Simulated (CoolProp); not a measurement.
Values from CoolProp's reference Helmholtz-energy equation of state, Lemmon 2006. It is a short technical equation, of lower accuracy than the large ones.

Task: Give the vapour pressure (MPa), liquid density (kg/m³), vapour density (kg/m³), enthalpy of vaporisation (kJ/kg) of saturated nitrous oxide at -19.45 °C.

Result: 
| T (°C) | p (MPa) | liquid density (kg/m³) | vapour density (kg/m³) | enthalpy of vaporisation (kJ/kg) |
|---|---|---|---|---|
| -19.45 | 1.83 | 996 | 47.5 | 275 |
